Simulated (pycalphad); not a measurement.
**Effect of Al content in Mg-Al-Si**

CALPHAD calculation (pycalphad, COST 507 light-alloy database (1999)), 1 atm. The data set is of 1999 and partly superseded. Phase fractions are per mole of atoms.

```csv
alloy,liquidus (K),first solid,solidus (K),phases at 725 K
Mg-2.57Al-0.53Si (at.%),904,hcp,861,"hcp 0.98, MG2SI 0.02"
Mg-5.15Al-0.53Si (at.%),889,hcp,810,"hcp 0.98, MG2SI 0.02"
Mg-10.3Al-0.53Si (at.%),859,hcp,723,"hcp 0.98, MG2SI 0.02, liquid 0.01"
```

Database names, with the compositions (at.%) that they take in these runs: MG2SI: Mg 67 Si 33.
